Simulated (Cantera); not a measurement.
Cantera run:

```python
import numpy as np
import cantera as ct

gas_names = """
    H HNO HNO2 HNO3 HO2 H2 H2O H2O2 N NH NH2 NH3 NH2OH NO NO2 NO3 N2 N2H2 N2H4 N2O O OH O2 O3 Si SiH
    SiH2 SiH3 SiH4 SiN SiO SiO2 Si2 Si2N Si3
""".split()
cond_names = """
    H2O(s) H2O(L) Si(cr) Si(L) SiO2(Lqz) SiO2(hqz) SiO2(L) Si2N2O(s) Si3N4(a)
""".split()


# ... load() reads the species with a 1 bar reference pressure and builds the phases ...
atoms = {
    'Si3N4': {'Si': 3, 'N': 4},
    'N2O': {'N': 2, 'O': 1},
    'H2': {'H': 2},
    'O2': {'O': 2},
}
top_T = {'Si2N2O(s)': 2100, 'Si3N4(a)': 2400}  # K; cautious upper limits of use, not melting points


# ... equilibrate(T, P, feed) seeds the gas with the atoms and calls Mixture.equilibrate('TP', solver="vcs", rtol=1e-11, max_steps=5000) ...
results = []
feed = {'Si3N4': 1, 'N2O': 0.026, 'H2': 580, 'O2': 0.011}  # mol
T = 1973.15  # K
for P in [0.1, 1.5, 22, 320, 4600, 68000, 1000000]:
    mix = equilibrate(T, P, feed)
    results.append((T, P, feed, dict(zip(mix.species_names, mix.species_moles))))

top = {s: max(r[3][s] / sum(r[3][g] for g in gas_names) for r in results) for s in gas_names}
cols = sorted((s for s in top if top[s] > 1e-05), key=lambda s: -top[s])[:7]
seen = [c for c in cond_names if any(r[3].get(c, 0) > 1e-12 for r in results)]
print("log10 of partial pressures in bar; condensed amounts in mol")
print(f"{'P/Pa':>10s}" + "".join(f"{s[:9]:>10s}" for s in cols + seen))
for T, P, feed, n in results:
    ng = sum(n[g] for g in gas_names)
    print(f"{P:10.4g}" + "".join(f"{np.log10(max(n[s] / ng * P / 1e5, 1e-99)):10.3f}" for s in cols)
          + "".join(f"{n.get(c, 0):10.4g}" for c in seen))
```

It prints:

```
log10 of partial pressures in bar; condensed amounts in mol
      P/Pa        H2         H        Si        N2       SiH      SiH2       SiO     Si(L)
       0.1    -6.553    -6.146    -8.489    -8.653   -11.907   -14.583   -10.278         0
       1.5    -4.978    -5.359    -7.191    -7.353    -9.821   -11.710    -8.978         0
        22    -3.701    -4.720    -5.979    -6.137    -7.970    -9.221    -7.763         0
       320    -2.509    -4.124    -4.823    -4.961    -6.218    -6.873    -6.586         0
      4600    -1.342    -3.540    -4.500    -3.798    -5.312    -5.383    -5.423      2.42
   6.8e+04    -0.170    -2.954    -4.500    -2.626    -4.726    -4.211    -4.252     2.854
     1e+06     0.998    -2.370    -4.500    -1.459    -4.142    -3.043    -3.087     2.887
```

Method: chemical equilibrium by Gibbs-energy minimisation in Cantera with the NASA 1993 tables (ideal gas, pure condensed phases). Gases not in the tables: Si2H6 and higher silanes.
